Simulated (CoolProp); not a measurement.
Octamethylcyclotetrasiloxane (D4) along the isotherm 346.85 °C: fugacity coefficient from the reference equation and from simpler models built on Tc = 313.4 °C, pc = 1.347 MPa, ω = 0.598; each cubic takes its own stable root.

Model: reference Helmholtz-energy equation of state, Thol 2015, in CoolProp.

```tsv
p (MPa)	phase	reference
0.0107	gas	0.9977
0.0219	gas	0.9954
0.0449	gas	0.9906
0.0922	gas	0.9807
0.189	gas	0.9605
0.389	gas	0.9193
0.799	gas	0.8370
1.64	supercritical	0.6745
3.37	supercritical	0.4366
```

Problem. How far does each simpler model (van der Waals, Redlich-Kwong, Soave-Redlich-Kwong, Peng-Robinson) lie from the reference over these 9 states: mean and median of the absolute difference, and the worst?

Solution. 
- van der Waals: mean 0.7 %, median 0.3 %, worst +2.8 % at 346.85 °C and 3.37 MPa
- Redlich-Kwong: mean 0.5 %, median 0.1 %, worst -1.9 % at 346.85 °C and 3.37 MPa
- Soave-Redlich-Kwong: mean 1.2 %, median 0.2 %, worst +6.6 % at 346.85 °C and 3.37 MPa
- Peng-Robinson: mean 0.5 %, median 0.2 %, worst -1.7 % at 346.85 °C and 1.64 MPa
